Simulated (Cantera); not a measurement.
A perfectly stirred reactor is fed with C2H6 : H2 = 1 : 30 (molar parts), at 0.250 bar; it is held at 1375 K, and followed from long to short residence time.

Computed with Cantera and GRI-Mech 3.0 (53 species, 325 reactions). GRI-Mech 3.0 stops at C3 and has no aromatics, soot or wall deposition, so with more carbon than oxygen in the feed, carbon stays in small species such as C2H2 where larger ones or solid carbon would form.

x: mole fraction; the columns are a selection and need not sum to one.

| τ (s) | x C2H6 | x H2 | x C2H2 | x C2H | x C2H4 | x H |
|---|---|---|---|---|---|---|
| 1.2 | 9.71e-5 | 0.959 | 0.0160 | 3.76e-10 | 0.00504 | 2.79e-5 |
| 0.37 | 0.000196 | 0.960 | 0.0161 | 5.48e-10 | 0.00616 | 4.04e-5 |
| 0.11 | (withheld) | 0.961 | (withheld) | 7.02e-10 | (withheld) | (withheld) |
| 0.035 | 0.000973 | 0.961 | 0.0114 | 7.38e-10 | 0.0106 | 7.70e-5 |
| 0.011 | (withheld) | 0.960 | (withheld) | 6.02e-10 | (withheld) | (withheld) |
| 0.0034 | 0.00524 | 0.960 | 0.00330 | 3.40e-10 | 0.0150 | 0.000123 |
| 0.0011 | 0.0114 | 0.962 | 0.00105 | 1.18e-10 | 0.0130 | 0.000134 |
| 0.00033 | 0.0217 | 0.965 | 0.000154 | 1.51e-11 | 0.00714 | 0.000117 |

Problem. What belongs in the gaps?

Solution. 
- 0.11, x C2H6: 0.000436
- 0.11, x C2H2: 0.0146
- 0.11, x C2H4: 0.00797
- 0.11, x H: 5.73e-5
- 0.011, x C2H6: 0.00224
- 0.011, x C2H2: 0.00716
- 0.011, x C2H4: 0.0136
- 0.011, x H: 9.99e-5
